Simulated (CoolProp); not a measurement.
A single-stage vapour-compression cycle with R1233zd(E): evaporating at 243.15 K (dew point), condensing at 264.15 K (bubble point), superheat 2 K, subcooling 8 K, compressor efficiency 0.6, no pressure losses. Each further row changes one setting.

Model: reference Helmholtz-energy equation of state, Akasaka 2022, in CoolProp.

```tsv
case	cooling COP	pressure ratio	discharge temperature (K)	refrigerating effect (kJ/kg)	volumetric capacity (kJ/m³)
as stated	6.81	3.01	287.4	203	140
evaporating temperature 248.15 K	9.26	2.27	(withheld)	207	186
condensing temperature 259.15 K	9.07	2.36	(withheld)	209	144
subcooling 13 K	7.00	3.01	287.4	209	144
superheat 12 K	(withheld)	3.01	297.8	(withheld)	139
compressor efficiency 0.5	5.68	3.01	295.2	203	140
```

Q: Complete the blanks.

A: 
- evaporating temperature 248.15 K, discharge temperature (K): 281.8
- condensing temperature 259.15 K, discharge temperature (K): 278.2
- superheat 12 K, cooling COP: 6.77
- superheat 12 K, refrigerating effect (kJ/kg): 210
